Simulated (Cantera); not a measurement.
A closed system holds: 1 mol Pb, 2 mol H2O, a varied amount of H2, held at 1800 K and 0.133 bar.

Equilibrium computed with Cantera from the NASA thermochemical tables; the gas is ideal and each condensed phase is pure. Candidate condensed phases: H2O, Pb, PbO, PbO2, Pb3O4; 12 gas species. Kinetics and transport are ignored.

log p: log10 of the partial pressure in bar; nothing condenses.

```csv
n(H2) (mol),log p H2,log p H2O,log p Pb,log p H,log p PbO,log p OH
13,-0.97,-1.78,-2.08,-3.93,…,-5.92
26,-0.92,-2.04,-2.34,-3.91,…,-6.20
38,-0.91,-2.19,-2.49,-3.90,…,-6.36
51,-0.90,-2.31,-2.61,-3.90,…,-6.48
63,-0.90,-2.39,-2.69,-3.89,…,-6.57
76,-0.89,-2.47,-2.77,-3.89,…,-6.65
89,-0.89,-2.54,-2.84,-3.89,…,-6.72
100,-0.89,-2.59,-2.89,-3.89,…,-6.77
110,-0.89,-2.63,-2.93,-3.89,…,-6.81
```

Complete the blanks.


- 13, log p PbO: -5.59
- 26, log p PbO: -6.15
- 38, log p PbO: -6.47
- 51, log p PbO: -6.71
- 63, log p PbO: -6.89
- 76, log p PbO: -7.05
- 89, log p PbO: -7.19
- 100, log p PbO: -7.29
- 110, log p PbO: -7.37
